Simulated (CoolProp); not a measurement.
Vapour-liquid equilibrium of propane (1) + dimethyl ether (2) at -67.25 °C; x and y are mole fractions of (1).

Computed with CoolProp (multi-fluid Helmholtz-energy mixture model, Lemmon 2009 and Wu 2011; pair parameters Bell 2016).

| x | bubble pressure, mixture model (kPa) | bubble pressure, Raoult's law (kPa) | y, mixture model | y, Raoult's law |
|---|---|---|---|---|
| 0.05 | 12.98 | 11.08 | 0.253 | 0.129 |
| 0.125 | 16.32 | 12.47 | 0.445 | 0.287 |
| 0.2 | (withheld) | 13.85 | 0.550 | 0.413 |
| 0.275 | 20.78 | 15.24 | (withheld) | 0.517 |
| 0.35 | 22.30 | 16.63 | 0.666 | 0.603 |
| 0.425 | 23.53 | 18.01 | 0.704 | 0.676 |
| 0.5 | (withheld) | 19.40 | 0.737 | 0.738 |
| 0.575 | (withheld) | 20.78 | (withheld) | 0.792 |
| 0.65 | 26.21 | 22.17 | 0.797 | 0.840 |
| 0.725 | 26.91 | 23.56 | 0.829 | 0.881 |
| 0.8 | 27.53 | 24.94 | 0.864 | 0.919 |
| 0.875 | 28.07 | 26.33 | 0.906 | 0.952 |
| 0.95 | (withheld) | 27.71 | 0.958 | 0.982 |

Q: What belongs in the gaps?

A: 
- 0.2, bubble pressure, mixture model (kPa): 18.84
- 0.275, y, mixture model: 0.617
- 0.5, bubble pressure, mixture model (kPa): 24.55
- 0.575, bubble pressure, mixture model (kPa): 25.43
- 0.575, y, mixture model: 0.767
- 0.95, bubble pressure, mixture model (kPa): 28.47

The largest gap from Raoult's law is +36.4 % in bubble pressure, at x = 0.275. No azeotrope shows between x = 0.05 and 0.95.

Pair parameters are fitted to limited data, so mixtures are less certain than the pure fluids.
